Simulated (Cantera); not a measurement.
**Adiabatic ignition**

An adiabatic, constant-pressure homogeneous reactor starts with 34.5 % H2, 8.62 % O2, 56.9 % N2, equivalence ratio 2.0, at 1575 K and 0.220 bar.

Computed with Cantera and GRI-Mech 3.0 (53 species, 325 reactions).

```tsv
t (s)	T (K)	x H2	x O2	x N2O	x H	x H2O	x NO	x O
8.00e-6	1575	0.345	0.0862	<1e-12	1.61e-6	9.26e-7	<1e-12	1.23e-7
2.33e-5	1575	0.345	0.0862	4.78e-12	3.86e-5	3.94e-5	<1e-12	3.06e-6
6.76e-5	1640	0.206	0.0337	2.36e-9	0.0858	0.0932	9.62e-8	0.00606
0.000196	1822	0.132	0.00338	2.67e-9	0.121	0.151	6.12e-6	0.00669
0.000571	2046	0.146	0.00226	2.64e-9	0.0922	0.157	2.01e-5	0.00489
0.00166	2298	0.161	0.00114	4.22e-9	0.0610	0.166	5.78e-5	0.00262
0.00482	2496	0.172	0.000444	1.08e-8	0.0365	0.174	0.000192	0.00106
0.0140	2555	0.176	0.000284	1.60e-8	0.0289	0.177	0.000490	0.000688
0.0407	2555	0.176	0.000276	1.82e-8	0.0287	0.177	0.000775	0.000672
0.118	2555	0.176	0.000276	1.85e-8	0.0287	0.177	0.000808	0.000671
0.344	2555	0.176	0.000276	1.85e-8	0.0287	0.177	0.000808	0.000671
1.00	2555	0.176	0.000276	1.85e-8	0.0287	0.177	0.000808	0.000671
```
x: mole fraction; the columns are a selection and need not sum to one.

time of steepest temperature rise: 66.5 µs
temperature at 1.00 s: 2555 K
equilibrium temperature: 2555 K
x(H2) at 1.00 s: 0.176 (gas-phase equilibrium 0.176)
x(O2) at 1.00 s: 0.000276 (gas-phase equilibrium 0.000276)
x(N2O) at 1.00 s: 1.85e-8 (gas-phase equilibrium 1.85e-8)
